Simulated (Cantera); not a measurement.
Ignition delay

Mixture: H2 : O2 : N2 = 1 : 0.862 : 3.24 (molar parts), equivalence ratio 0.58, at 1100000 Pa, adiabatic and at constant pressure. Ignition delay is the time to a rise of 400 K.

Cantera simulation using GRI-Mech 3.0 (53 species, 325 reactions); the numbers are that mechanism's predictions, not measurements. The hydrogen kinetics of GRI-Mech 3.0 are dated; newer H2 mechanisms differ, most at raised pressure. Below about 950 K walls govern HO2 and H2O2 in real vessels.

```csv
T0 (K),delay (ms)
875,291
925,71.9
975,20.1
1025,6.12
1075,1.95
1125,0.624
```

```
Item                                                    Result
--------------------------------------------------  ----------
apparent activation energy between 1025 and 1125 K  220 kJ/mol
```
